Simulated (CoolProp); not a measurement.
Vapour-liquid equilibrium of R22 (1) + c-C4F8 (RC318) (2) at 1750 kPa; x and y are mole fractions of (1).

The numbers come from the multi-fluid Helmholtz-energy mixture model, Kamei 1995 and Platzer 1990; pair parameters Bell 2016 in CoolProp. This equation is an older, rougher fit; its heat capacities, sound speeds and derivatives of the liquid may be far off and weren't checked against measurements.

| x | bubble temperature (K) | y at the bubble point | dew temperature at overall composition x (K) | liquid density (mol/L) |
|---|---|---|---|---|
| 0.05 | 363.4 | 0.073 | 364.1 | 5.893 |
| 0.2 | 353.5 | 0.328 | 358.9 | 6.695 |
| 0.35 | 341.6 | 0.563 | 352.6 | 7.600 |
| 0.5 | 331.9 | 0.717 | 345.1 | 8.518 |
| 0.65 | 325.7 | 0.810 | 336.3 | 9.481 |
| 0.8 | 321.8 | 0.879 | 326.3 | 10.63 |
| 0.95 | 319.2 | 0.961 | 319.4 | 12.15 |

No azeotrope shows between x = 0.05 and 0.95.

The pair parameters rest on a limited set of measurements; away from them the model extrapolates. The gap from Raoult's law changes sign with composition, which may be real or a fault of the pair parameters; it wasn't checked against measurements.
